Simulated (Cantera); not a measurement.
Charge: 1 mol SiC, 0.62 mol N2O, 3.9 mol N2, at 1525 K and 0.110 bar.

Equilibrium computed with Cantera from the NASA thermochemical tables; the gas is ideal and each condensed phase is pure. Candidate condensed phases: C, Si, SiC, SiO2, Si2N2O, Si3N4; 34 gas species. Rates play no part.

Base state: N2 0.971, CO 0.0290 (mole fractions); condensed: C(graphite) + Si2N2O(s).

### Question
What changes in the equilibrium state with this change: 0.027 mol CO2 added?

### Answer
| species | before | after |
|---|---|---|
| N2 | 0.971 | 0.959 |
| CO | 0.0290 | 0.0415 |
| SiO | 8.99e-6 | 1.08e-5 |
| C(graphite), mol | 0.880 | 0.853 |
| Si2N2O(s), mol | 0.500 | 0.500 |
